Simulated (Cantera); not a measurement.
An adiabatic, constant-pressure homogeneous reactor starts with CH₄ : C₂H₆ : O₂ : N₂ = 1 : 0.14 : 1.38 : 5.2 (molar parts), equivalence ratio 1.8, at 1248 K and 488 Torr. Integrator tolerance rtol = 1e-08.

Model: GRI-Mech 3.0 (53 species, 325 reactions), integrated in Cantera.

What does this change do: pressure from 488 Torr to 7500 Torr?


```csv
quantity,before,after
time of steepest temperature rise,3.84 ms,0.477 ms
temperature at 0.300 s,2417 K,2457 K
equilibrium temperature,2417 K,2457 K
x(CH₄) at 0.300 s,3.22e-12 (gas-phase equilibrium 3.63e-12),6.65e-10 (gas-phase equilibrium 7.47e-10)
x(C₂H₆) at 0.300 s,<1e-12 (gas-phase equilibrium <1e-12),<1e-12 (gas-phase equilibrium <1e-12)
x(O₂) at 0.300 s,3.02e-5 (gas-phase equilibrium 3.02e-5),2.97e-6 (gas-phase equilibrium 2.97e-6)
x(C₂H₂) at 0.300 s,<1e-12 (gas-phase equilibrium <1e-12),<1e-12 (gas-phase equilibrium <1e-12)
x(OH) at 0.300 s,0.00160 (gas-phase equilibrium 0.00160),0.000522 (gas-phase equilibrium 0.000522)
```

What does this change do: N2 5.2 to 6.7 parts?


| quantity | before | after |
|---|---|---|
| time of steepest temperature rise | 3.84 ms | 4.75 ms |
| temperature at 0.300 s | 2417 K | 2287 K |
| equilibrium temperature | 2417 K | 2287 K |
| x(CH₄) at 0.300 s | 3.22e-12 (gas-phase equilibrium 3.63e-12) | 3.88e-12 (gas-phase equilibrium 4.37e-12) |
| x(C₂H₆) at 0.300 s | <1e-12 (gas-phase equilibrium <1e-12) | <1e-12 (gas-phase equilibrium <1e-12) |
| x(O₂) at 0.300 s | 3.02e-5 (gas-phase equilibrium 3.02e-5) | 7.09e-6 (gas-phase equilibrium 7.09e-6) |
| x(C₂H₂) at 0.300 s | <1e-12 (gas-phase equilibrium <1e-12) | <1e-12 (gas-phase equilibrium <1e-12) |
| x(OH) at 0.300 s | 0.00160 (gas-phase equilibrium 0.00160) | 0.000654 (gas-phase equilibrium 0.000654) |
